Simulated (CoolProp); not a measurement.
Aqueous calcium chloride as a coolant, at 25 °C, 1 atm.

Values from CoolProp's Melinder's fits for secondary coolants.

```json
[
 {"mass %": "3.7", "freezing point (°C)": "-1.7", "density (kg/m³)": "1027", "viscosity (mPa s)": "0.987", "conductivity (W/(m K))": "0.603", "cp (kJ/(kg K))": "3.965"},
 {"mass %": "6.1", "freezing point (°C)": "-3.0", "density (kg/m³)": "1049", "viscosity (mPa s)": "1.05", "conductivity (W/(m K))": "0.600", "cp (kJ/(kg K))": "3.832"},
 {"mass %": "8.4", "freezing point (°C)": "-4.5", "density (kg/m³)": "1070", "viscosity (mPa s)": "1.11", "conductivity (W/(m K))": "0.597", "cp (kJ/(kg K))": "3.706"},
 {"mass %": "10.7", "freezing point (°C)": "-6.5", "density (kg/m³)": "1092", "viscosity (mPa s)": "1.18", "conductivity (W/(m K))": "0.594", "cp (kJ/(kg K))": "3.581"},
 {"mass %": "13.1", "freezing point (°C)": "-8.9", "density (kg/m³)": "1114", "viscosity (mPa s)": "1.28", "conductivity (W/(m K))": "0.591", "cp (kJ/(kg K))": "3.453"},
 {"mass %": "15.4", "freezing point (°C)": "-11.5", "density (kg/m³)": "1136", "viscosity (mPa s)": "1.40", "conductivity (W/(m K))": "0.588", "cp (kJ/(kg K))": "3.336"},
 {"mass %": "17.7", "freezing point (°C)": "-14.6", "density (kg/m³)": "1157", "viscosity (mPa s)": "1.54", "conductivity (W/(m K))": "0.585", "cp (kJ/(kg K))": "3.225"},
 {"mass %": "20.1", "freezing point (°C)": "-18.4", "density (kg/m³)": "1180", "viscosity (mPa s)": "1.73", "conductivity (W/(m K))": "0.582", "cp (kJ/(kg K))": "3.118"},
 {"mass %": "22.4", "freezing point (°C)": "-22.8", "density (kg/m³)": "1201", "viscosity (mPa s)": "1.95", "conductivity (W/(m K))": "0.579", "cp (kJ/(kg K))": "3.027"},
 {"mass %": "24.7", "freezing point (°C)": "-28.2", "density (kg/m³)": "1224", "viscosity (mPa s)": "2.22", "conductivity (W/(m K))": "0.575", "cp (kJ/(kg K))": "2.946"},
 {"mass %": "27.1", "freezing point (°C)": "-35.6", "density (kg/m³)": "1248", "viscosity (mPa s)": "2.56", "conductivity (W/(m K))": "0.572", "cp (kJ/(kg K))": "2.871"},
 {"mass %": "29.4", "freezing point (°C)": "-45.1", "density (kg/m³)": "1272", "viscosity (mPa s)": "2.98", "conductivity (W/(m K))": "0.568", "cp (kJ/(kg K))": "2.802"}
]
```
